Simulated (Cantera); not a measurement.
Input: 1 mol toluene, 0.47 mol NH3, 1.8 mol H2O, at 900 K and 2.80 mbar.

Method: chemical equilibrium by Gibbs-energy minimisation in Cantera with the NASA 1993 tables (ideal gas, pure condensed phases). Candidate condensed phases: C, C6H6, C7H8, C8H18, H2O; 136 gas species. Equilibrium is a limit: real reactors are often held back by kinetics, nucleation or transport.

Base state: H2 0.761, CO 0.209, N2 0.0276, H2O 0.00108, CO2 0.000682, CH4 0.000506 (mole fractions); condensed: C(graphite).

Q: What changes in the equilibrium state with this change: temperature from 900 K to 1873 K?

A: 
| species | before | after |
|---|---|---|
| H2 | 0.761 | 0.752 |
| CO | 0.209 | 0.210 |
| N2 | 0.0276 | 0.0267 |
| H | 1.93e-9 | 0.0106 |
| HCN | 1.27e-7 | 0.00122 |
| C2H2 (acetylene) | <1e-9 | 0.000235 |
| CO2 | 0.000682 | 6.04e-9 |
| C(graphite), mol | 5.21 | 5.18 |

Q: What changes in the equilibrium state with this change: H2O from 1.8 to 0.72 mol?

A: 
```json
[
 {"species": "H2", "before": "0.761", "after": "0.850"},
 {"species": "CO", "before": "0.209", "after": "0.112"},
 {"species": "N2", "before": "0.0276", "after": "0.0369"},
 {"species": "CO2", "before": "0.000682", "after": "0.000196"},
 {"species": "H2O", "before": "0.00108", "after": "0.000647"},
 {"species": "CH4", "before": "0.000506", "after": "0.000631"},
 {"species": "C(graphite), mol", "before": "5.21", "after": "6.28"}
]
```
